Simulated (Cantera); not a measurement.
Equilibrium for silicon oxide and oxynitride deposition: TEOS + N2O

A closed system holds: 1 mol TEOS, 0.45 mol N2O, held at 94.0 Pa.

Cantera equilibrium calculation (NASA polynomials, part measured and part estimated; ideal gas, pure solids and liquids). Candidate condensed phases: C, C6H6, C7H8, C8H18, H2O, Si, SiC, SiO2, Si2N2O, Si3N4; 151 gas species. The feed counts by its element totals alone. Mutual solubility and eutectic melting of coexisting phases are not modelled. The tables' values for SiN are old estimates; treat these amounts as uncertain. The tables hold silica as quartz up to 1696 K and as liquid above; real silica turns to tridymite and cristobalite and melts near 1996 K. Rates play no part.

From 600 K to 750 K the condensed part is C(graphite) + SiO2(α-quartz). From 900 K to 1050 K the condensed part is C(graphite) + SiO2(β-quartz). At 1200 K the condensed part is C(graphite) + SiO2(β-quartz) + Si2N2O(s). At 1350 K the condensed part is C(graphite) + SiC(s) + Si2N2O(s). From 1500 K to 2100 K the condensed part is C(graphite) + SiC(s).

```json
[
 {"T (K)": "600", "x H2": "0.725", "x CO": "0.00930", "x H2O": "0.129", "x H": "<1e-12", "x CO2": "0.0468", "x CH4": "0.0467", "x N2": "0.0427", "x Si": "<1e-12", "n C(graphite)": "6.92", "n SiO2(α-quartz)": "1.00", "n SiO2(β-quartz)": "0", "n Si2N2O(s)": "0", "n SiC(s)": "0"},
 {"T (K)": "750", "x H2": "0.781", "x CO": "0.158", "x H2O": "0.0105", "x H": "9.12e-12", "x CO2": "0.0131", "x CH4": "0.00183", "x N2": "0.0358", "x Si": "<1e-12", "n C(graphite)": "5.82", "n SiO2(α-quartz)": "1.00", "n SiO2(β-quartz)": "0", "n Si2N2O(s)": "0", "n SiC(s)": "0"},
 {"T (K)": "900", "x H2": "0.775", "x CO": "0.189", "x H2O": "0.000335", "x H": "3.36e-9", "x CO2": "0.000188", "x CH4": "0.000176", "x N2": "0.0349", "x Si": "<1e-12", "n C(graphite)": "5.55", "n SiO2(α-quartz)": "0", "n SiO2(β-quartz)": "1.00", "n Si2N2O(s)": "0", "n SiC(s)": "0"},
 {"T (K)": "1050", "x H2": "0.775", "x CO": "0.190", "x H2O": "2.51e-5", "x H": "2.33e-7", "x CO2": "7.25e-6", "x CH4": "3.23e-5", "x N2": "0.0349", "x Si": "<1e-12", "n C(graphite)": "5.55", "n SiO2(α-quartz)": "0", "n SiO2(β-quartz)": "1.00", "n Si2N2O(s)": "0", "n SiC(s)": "0"},
 {"T (K)": "1200", "x H2": "0.734", "x CO": "0.259", "x H2O": "4.64e-6", "x H": "5.52e-6", "x CO2": "1.19e-6", "x CH4": "8.00e-6", "x N2": "0.00663", "x Si": "<1e-12", "n C(graphite)": "4.47", "n SiO2(α-quartz)": "0", "n SiO2(β-quartz)": "0.281", "n Si2N2O(s)": "0.360", "n SiC(s)": "0"},
 {"T (K)": "1350", "x H2": "0.675", "x CO": "0.297", "x H2O": "1.08e-6", "x H": "6.39e-5", "x CO2": "2.42e-7", "x CH4": "2.47e-6", "x N2": "0.0271", "x Si": "8.07e-10", "n C(graphite)": "2.70", "n SiO2(α-quartz)": "0", "n SiO2(β-quartz)": "0", "n Si2N2O(s)": "0.0478", "n SiC(s)": "0.900"},
 {"T (K)": "1500", "x H2": "0.671", "x CO": "0.298", "x H2O": "3.23e-7", "x H": "0.000470", "x CO2": "5.54e-8", "x CH4": "1.09e-6", "x N2": "0.0301", "x Si": "8.16e-8", "n C(graphite)": "2.56", "n SiO2(α-quartz)": "0", "n SiO2(β-quartz)": "0", "n Si2N2O(s)": "0", "n SiC(s)": "0.991"},
 {"T (K)": "1650", "x H2": "0.669", "x CO": "0.297", "x H2O": "1.20e-7", "x H": "0.00242", "x CO2": "1.66e-8", "x CH4": "5.59e-7", "x N2": "0.0300", "x Si": "3.54e-6", "n C(graphite)": "2.57", "n SiO2(α-quartz)": "0", "n SiO2(β-quartz)": "0", "n Si2N2O(s)": "0", "n SiC(s)": "0.985"},
 {"T (K)": "1800", "x H2": "0.663", "x CO": "0.296", "x H2O": "5.25e-8", "x H": "0.00951", "x CO2": "6.13e-9", "x CH4": "3.18e-7", "x N2": "0.0296", "x Si": "8.14e-5", "n C(graphite)": "2.58", "n SiO2(α-quartz)": "0", "n SiO2(β-quartz)": "0", "n Si2N2O(s)": "0", "n SiC(s)": "0.974"},
 {"T (K)": "1950", "x H2": "0.644", "x CO": "0.291", "x H2O": "2.54e-8", "x H": "0.0300", "x CO2": "2.61e-9", "x CH4": "1.90e-7", "x N2": "0.0288", "x Si": "0.00115", "n C(graphite)": "2.60", "n SiO2(α-quartz)": "0", "n SiO2(β-quartz)": "0", "n Si2N2O(s)": "0", "n SiC(s)": "0.944"},
 {"T (K)": "2100", "x H2": "0.595", "x CO": "0.280", "x H2O": "1.26e-8", "x H": "0.0784", "x CO2": "1.20e-9", "x CH4": "1.10e-7", "x N2": "0.0272", "x Si": "0.0111", "n C(graphite)": "2.75", "n SiO2(α-quartz)": "0", "n SiO2(β-quartz)": "0", "n Si2N2O(s)": "0", "n SiC(s)": "0.747"}
]
```
x: gas mole fraction; n: condensed amount in mol.
